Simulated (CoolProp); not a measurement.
Vapour-liquid equilibrium of ethanol (1) + benzene (2) at 416.9 K; x and y are mole fractions of (1).

The numbers come from the multi-fluid Helmholtz-energy mixture model, Schroeder 2014 and Thol 2012; pair parameters Bell 2016 in CoolProp.

| x | bubble pressure, mixture model (MPa) | bubble pressure, Raoult's law (MPa) | y, mixture model | y, Raoult's law |
|---|---|---|---|---|
| 0.05 | 0.6111 | 0.5279 | 0.183 | 0.079 |
| 0.125 | 0.7168 | 0.5522 | 0.333 | 0.189 |
| 0.2 | 0.7857 | 0.5766 | 0.418 | 0.290 |
| 0.275 | 0.8304 | 0.6009 | 0.473 | 0.383 |
| 0.35 | 0.8600 | 0.6252 | 0.514 | 0.468 |
| 0.425 | 0.8803 | 0.6495 | 0.548 | 0.547 |
| 0.5 | 0.8945 | 0.6738 | 0.581 | 0.620 |
| 0.575 | 0.9038 | 0.6981 | 0.616 | 0.688 |
| 0.65 | 0.9080 | 0.7225 | 0.657 | 0.752 |
| 0.725 | 0.9061 | 0.7468 | 0.706 | 0.812 |
| 0.8 | 0.8969 | 0.7711 | 0.767 | 0.867 |
| 0.875 | 0.8796 | 0.7954 | 0.842 | 0.920 |
| 0.95 | 0.8551 | 0.8197 | 0.932 | 0.969 |

The largest gap from Raoult's law is +38.2 % in bubble pressure, at x = 0.275. y crosses x between x = 0.65 and 0.725: the model has an azeotrope there.

Pair parameters are fitted to limited data, so mixtures are less certain than the pure fluids.
